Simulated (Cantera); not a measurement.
## Silicon nitride deposition: SiHCl₃ + NH₃ + N₂

Input: 1 mol SiHCl₃, 0.26 mol NH₃, 1.4 mol N₂, at 42.0 mbar.

Cantera equilibrium calculation (NASA polynomials, part measured and part estimated; ideal gas, pure solids and liquids). Candidate condensed phases: NH₄Cl, Si, Si₃N₄; 28 gas species. The tables' values for SiCl₃ are old estimates; treat these amounts as uncertain. Kinetics and transport are ignored.

From 925 K to 1375 K the condensed part is Si₃N₄(s). The main Si-bearing gas is SiCl₄ throughout. The share of Si in condensed phases is highest at 1225 K (52.5 %) and lowest at 925 K (49.4 %).

```csv
T (K),x N₂,x HCl,x SiCl₄,x H₂,x SiCl₃,x SiCl₂,n Si₃N₄(s)
925,0.389,0.317,0.164,0.130,2.02e-5,9.88e-8,0.165
1000,0.386,0.332,0.160,0.122,0.000101,1.54e-6,0.169
1075,0.384,0.343,0.156,0.116,0.000399,1.62e-5,0.172
1150,0.382,0.353,0.152,0.110,0.00131,0.000124,0.174
1225,0.380,0.361,0.147,0.106,0.00370,0.000734,0.175
1300,0.379,0.365,0.139,0.102,0.00902,0.00347,0.174
1375,0.379,0.364,0.124,0.0988,0.0189,0.0133,0.167
```
x: gas mole fraction; n: condensed amount in mol.
